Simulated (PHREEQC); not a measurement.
Dissolve 0.081 mol/kgw H2SO4, 0.00033 mol/kgw CuSO4 and 0.005 mol/kgw MgSO4 at 55 °C. Closed to the air; pH follows from the charge balance.

Computed with PHREEQC (ion-association model, phreeqc.dat).

Question: The ionic strength comes out as 0.110 mol/kgw. What activity coefficients do HSO4-, Mg+2, Cu+2, H+, SO4-2 get?

Answer: HSO4- 0.76, Mg+2 0.38, Cu+2 0.37, H+ 0.81, SO4-2 0.34.

This is a speciation only: nothing precipitates in the calculation. Away from 25 °C the constants follow the database's enthalpies or fits; those with neither stay at their 25 °C values.
